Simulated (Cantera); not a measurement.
An isothermal, constant-pressure homogeneous reactor starts with C2H4 : H2 = 1 : 6.1 (molar parts), at 1700 K and 0.735 Torr. Integrator tolerance rtol = 1e-08.

Computed with Cantera and GRI-Mech 3.0 (53 species, 325 reactions). GRI-Mech 3.0 was tuned for natural gas; its chemistry of ethylene as a main component is partial and can be far from experiment. GRI-Mech 3.0 stops at C3 and has no aromatics, soot or wall deposition, so with more carbon than oxygen in the feed, carbon stays in small species such as C2H2 where larger ones or solid carbon would form. Radical loss at walls, strong at low pressure, is not modelled.

Q: What does this change do: 0.41 parts H2O added?

A: 
| quantity | before | after |
|---|---|---|
| x(C2H4) at 30.0 s | 5.23e-6 (gas-phase equilibrium 5.09e-6) | 1.12e-5 (gas-phase equilibrium 3.63e-6) |
| x(H2) at 30.0 s | 0.873 (gas-phase equilibrium 0.872) | 0.842 (gas-phase equilibrium 0.861) |
| x(H) at 30.0 s | 0.00413 (gas-phase equilibrium 0.00443) | 0.00250 (gas-phase equilibrium 0.00440) |
| x(C2H6) at 30.0 s | 3.07e-12 (gas-phase equilibrium 9.82e-12) | 8.75e-8 (gas-phase equilibrium 6.90e-12) |
| x(CH4) at 30.0 s | 7.84e-6 (gas-phase equilibrium 3.55e-5) | 0.00493 (gas-phase equilibrium 2.96e-5) |
| x(CH3) at 30.0 s | 7.52e-7 (gas-phase equilibrium 3.66e-6) | 0.000296 (gas-phase equilibrium 3.07e-6) |

Q: What does this change do: pressure from 0.735 Torr to 100.0 Torr?

A: 
```tsv
quantity	before	after
x(C2H4) at 30.0 s	5.23e-6 (gas-phase equilibrium 5.09e-6)	0.000681 (gas-phase equilibrium 0.000681)
x(H2) at 30.0 s	0.873 (gas-phase equilibrium 0.872)	0.873 (gas-phase equilibrium 0.873)
x(H) at 30.0 s	0.00413 (gas-phase equilibrium 0.00443)	0.000380 (gas-phase equilibrium 0.000380)
x(C2H6) at 30.0 s	3.07e-12 (gas-phase equilibrium 9.82e-12)	1.79e-7 (gas-phase equilibrium 1.79e-7)
x(CH4) at 30.0 s	7.84e-6 (gas-phase equilibrium 3.55e-5)	0.00480 (gas-phase equilibrium 0.00480)
x(CH3) at 30.0 s	7.52e-7 (gas-phase equilibrium 3.66e-6)	4.23e-5 (gas-phase equilibrium 4.23e-5)
```
